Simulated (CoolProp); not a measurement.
Computed with CoolProp (reference Helmholtz-energy equation of state, Beckmüller 2019).

For n-octane, give the phase and the Z, cv (kJ/(kg K)), Joule-Thomson coefficient (K/MPa), Prandtl number at 415.4 K and 112 bar; 532.3 K and 112 bar; 620 K and 112 bar.


- 415.4 K and 112 bar: liquid; Z 0.600, cv 2.23, Joule-Thomson coefficient -0.272, Prandtl number 5.45
- 532.3 K and 112 bar: liquid; Z 0.565, cv 2.66, Joule-Thomson coefficient 0.0236, Prandtl number 3.80
- 620 K and 112 bar: supercritical; Z 0.596, cv 2.95, Joule-Thomson coefficient 0.504, Prandtl number 2.68

Viscosity comes from a separate model (Huber 2004). Thermal conductivity comes from a separate model (Huber 2005).
